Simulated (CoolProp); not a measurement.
The numbers come from the reference Helmholtz-energy equation of state, Gedanitz 2015 in CoolProp.

Question: For cyclopentane, give the phase and the cp (kJ/(kg K)), cv (kJ/(kg K)), speed of sound (m/s) at 352.6 K and 0.426 MPa; 501.4 K and 0.47 MPa; 463.9 K and 0.0268 MPa.

Answer: 
- 352.6 K and 0.426 MPa: liquid; cp 2.10, cv 1.50, speed of sound 934
- 501.4 K and 0.47 MPa: gas; cp 2.19, cv 2.05, speed of sound 242
- 463.9 K and 0.0268 MPa: gas; cp 2.00, cv 1.88, speed of sound 241
